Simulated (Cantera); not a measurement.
Charge: 1 mol Al, 0.22 mol H2O, 0.08 mol N2, equilibrated at 13.3 mbar.

Method: chemical equilibrium by Gibbs-energy minimisation in Cantera with the NASA 1993 tables (ideal gas, pure condensed phases). Candidate condensed phases: Al, AlN, Al2O3, H2O; 35 gas species. Mutual solubility and eutectic melting of coexisting phases are not modelled. Rates play no part.

Question: At 1523 K, list the 5 most abundant gas species with their mole fractions, and the condensed phases.

Answer: H2 0.997, Al 0.00144, Al2O 0.00110, H 0.000200, AlH 0.000183. Condensed: Al(l) + AlN(s) + Al2O3(s).
